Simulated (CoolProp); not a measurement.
Vapour-liquid equilibrium of propylene (1) + dimethyl ether (2) at 23.25 °C; x and y are mole fractions of (1).

Values from CoolProp's multi-fluid Helmholtz-energy mixture model, Lemmon 2013 and Wu 2011; pair parameters Bell 2016.

```
x     bubble pressure, mixture model (kPa)  bubble pressure, Raoult's law (kPa)  y, mixture model  y, Raoult's law
----  ------------------------------------  -----------------------------------  ----------------  ---------------
0.05                                 596.2                                588.2             0.099            0.094
0.15                                 663.9                                642.6             0.262            0.258
0.25                                 727.8                                697.0             0.394            0.396
0.35                                 787.8                                751.3             0.503            0.515
0.45                                 844.2                                805.7             0.597            0.617
0.55                                 897.3                                860.1             0.680            0.707
0.65                                 947.6                                914.5             0.755            0.785
0.75                                 995.3                                968.9             0.826            0.855
0.85                                  1041                                 1023             0.896            0.918
0.95                                  1084                                 1078             0.965            0.974
```

The largest gap from Raoult's law is +4.9 % in bubble pressure, at x = 0.35. No azeotrope shows between x = 0.05 and 0.95.

The pair parameters rest on a limited set of measurements; away from them the model extrapolates.
